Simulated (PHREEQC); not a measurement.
Na3PO4 is added in steps, without added water, to 1 kg of water holding 0.043 mol H2SeO3, 0.12 mol H3PO4 and 0.044 mol NaCl, at 20 °C. No oxygen is let in. The system is closed to CO2. Only these solids could form: Halite.

Base run: PHREEQC, ion-association model, wateq4f.dat. Each further column changes one thing. The table gives HPO4-2 (mol/kgw).

```
Na3PO4 added (mol)      base  temperature from 20 to 85 °C  diluted 100-fold with water  NaCl from 0.044 to 0.066 mol/kgw  no solid may form
------------------  --------  ----------------------------  ---------------------------  --------------------------------  -----------------
0                    1.27e-7                       1.75e-7                      5.77e-8                           1.37e-7            1.27e-7
0.01875              7.13e-7                       1.40e-6                       0.0101                           7.41e-7            7.13e-7
0.04125              3.88e-6                       8.52e-6                       0.0137                           3.96e-6            3.88e-6
0.06                 1.51e-5                       3.34e-5                       0.0156                           1.53e-5            1.51e-5
0.07875             0.000199                      0.000418                       0.0171                          0.000201           0.000199
0.1013                0.0337                        0.0346                       0.0185                            0.0335             0.0337
0.12                  0.0649                        0.0668                       0.0195                            0.0645             0.0649
```

H3PO4, which wateq4f.dat lacks, is added to it with the constant of phreeqc.dat. At this temperature some constants are extrapolated from 25 °C, and those without enthalpy data are left unchanged.
